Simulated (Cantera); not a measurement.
Charge: 1 mol CuO, 0.71 mol NF3, at 1848.15 K and 2.90e-5 bar.

Method: chemical equilibrium by Gibbs-energy minimisation in Cantera with the NASA 1993 tables (ideal gas, pure condensed phases). Candidate condensed phases: Cu, CuF2, CuO, Cu2O; 22 gas species. Equilibrium is a limit: real reactors are often held back by kinetics, nucleation or transport.

Base state: F 0.378, CuF 0.321, O2 0.158, N2 0.117, O 0.0140, Cu 0.00670, CuF2 0.00391, NO 0.00163 (mole fractions); condensed: gas only.

Task: What changes in the equilibrium state with this change: CuO replaced by SiO2?

Result: 
| species | before | after |
|---|---|---|
| SiF4 | 0 | 0.362 |
| O2 | 0.158 | 0.357 |
| N2 | 0.117 | 0.243 |
| F | 0.378 | 0.00427 |
| CuF | 0.321 | 0 |
| O | 0.0140 | 0.0210 |
| Cu | 0.00670 | 0 |
| SiO | 0 | 0.00489 |
| SiF3 | 0 | 0.00449 |
| CuF2 | 0.00391 | 0 |
| SiO2 | 0 | 0.000513 |
| SiO2(condensed), mol | 0 | 0.460 |
The tables' values for SiF3, SiO2, SiF2 are old estimates; treat these amounts as uncertain. The tables hold silica as quartz up to 1696 K and as liquid above; real silica turns to tridymite and cristobalite and melts near 1996 K. Further candidate phases: Si, SiO2, Si2N2O, Si3N4.

Task: What changes in the equilibrium state with this change: NF3 from 0.71 to 0.55 mol?

Result: 
| species | before | after |
|---|---|---|
| CuF | 0.321 | 0.391 |
| F | 0.378 | 0.272 |
| O2 | 0.158 | 0.194 |
| Cu | 0.00670 | 0.0113 |
| O | 0.0140 | 0.0155 |
| N2 | 0.117 | 0.111 |
| CuF2 | 0.00391 | 0.00343 |
| NO | 0.00163 | 0.00176 |

Task: What changes in the equilibrium state with this change: temperature from 1848.15 K to 1450 K?

Result: 
```tsv
species	before	after
CuF2	0.00391	0.313
O2	0.158	0.220
F	0.378	0.184
CuF	0.321	0.127
O	0.0140	0.000175
N2	0.117	0.156
Cu	0.00670	2.22e-6
NO	0.00163	0.000432
```
